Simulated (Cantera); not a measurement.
What does this Cantera script print?

```python
import numpy as np
import cantera as ct

gas_names = [...]  # 95 gases of nasa_gas.yaml made of C, F, H
cond_names = """
    C(gr) C6H6(L) C7H8(L) C8H18(L),n-octa
""".split()


# ... load() reads the species with a 1 bar reference pressure and builds the phases ...
atoms = {
    'CF4': {'C': 1, 'F': 4},
    'H2': {'H': 2},
}
top_T = {'C(gr)': 4500}  # K; cautious upper limits of use, not melting points


# ... equilibrate(T, P, feed) seeds the gas with the atoms and calls Mixture.equilibrate('TP', solver="vcs", rtol=1e-11, max_steps=5000) ...
results = []
feed = {'CF4': 1, 'H2': 0.76}  # mol
T = 2225  # K
P = 3.2  # Pa
mix = equilibrate(T, P, feed)
results.append((T, P, feed, dict(zip(mix.species_names, mix.species_moles))))
print(gas.report(threshold=0.001))
for i in range(1, mix.n_phases):
    print(f"{mix.phase(i).name:16s} {mix.phase_moles(i):12.5e} mol")
```

It prints:

```
       temperature   2225 K
          pressure   3.2 Pa
           density   3.4265e-06 kg/m^3
  mean mol. weight   19.809 kg/kmol
   phase of matter   gas

                          1 kg             1 kmol
                     ---------------   ---------------
          enthalpy        -3.706e+05       -7.3413e+06  J
   internal energy       -1.3045e+06       -2.5841e+07  J
           entropy             15620        3.0941e+05  J/K
    Gibbs function       -3.5125e+07       -6.9579e+08  J
 heat capacity c_p            1346.9             26681  J/K
 heat capacity c_v            927.16             18366  J/K

                      mass frac. Y      mole frac. X     chem. pot. / RT
                     ---------------   ---------------   ---------------
                CF          0.011712         0.0074817           -31.671
               CF2          0.028235          0.011185           -60.344
                 F            0.5728           0.59724           -28.673
                HF            0.3869           0.38309           -51.044
     [  +91 minor]        0.00034987         0.0010034

C(gr)             9.24198e-01 mol
```

Equilibrium computed with Cantera from the NASA thermochemical tables; the gas is ideal and each condensed phase is pure.
